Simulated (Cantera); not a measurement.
Input: 1 mol SiHCl3, 44 mol NH3, held at 11.0 Pa.

Cantera equilibrium calculation (NASA polynomials, part measured and part estimated; ideal gas, pure solids and liquids). Candidate condensed phases: NH4Cl, Si, Si3N4; 28 gas species. Rates play no part.

Over these rows the condensed part is Si3N4(s). Partial pressures as log10 of bar:

| T (K) | 1000/T (1/K) | log p SiCl2 | log p H2 | log p N2 | log p HCl |
|---|---|---|---|---|---|
| 925 | 1.0811 | -11.80 | -4.10 | -4.58 | -5.43 |
| 1025 | 0.9756 | -10.34 | -4.10 | -4.58 | -5.43 |
| 1125 | 0.8889 | -9.14 | -4.10 | -4.58 | -5.43 |
| 1225 | 0.8163 | -8.14 | -4.10 | -4.58 | -5.43 |
| 1325 | 0.7547 | -7.32 | -4.10 | -4.58 | -5.44 |
| 1425 | 0.7018 | ? | -4.10 | -4.58 | -5.49 |

### Question
Fit log p(SiCl2) = a + b·(1000/T) to the five rows, give the apparent enthalpy, and predict the row at 1425 K.

### Answer
Means: 1000/T = 0.9033, log p = -9.348. Sxy = -0.917139, Sxx = 0.0666984, so b = -13.75 and a = -9.348 − (-13.75)×0.9033 = 3.07.
Apparent enthalpy: −19.145 × (-13.75) = 263 kJ/mol. With the condensed phases at unit activity, 1/3 Si3N4(s) + 2 HCl(g) = SiCl2(g) + H2(g) + 2/3 N2(g) links this pressure to the main gases: over the six rows their terms move log p by -0.12 in all, so the slope is close to that reaction's ΔH°. The five rows lie within 0.01 of the line.
Prediction at 1425 K: 3.07 + (-13.75)×0.7018 = -6.58. The computed value is -6.68, 0.10 from the line.
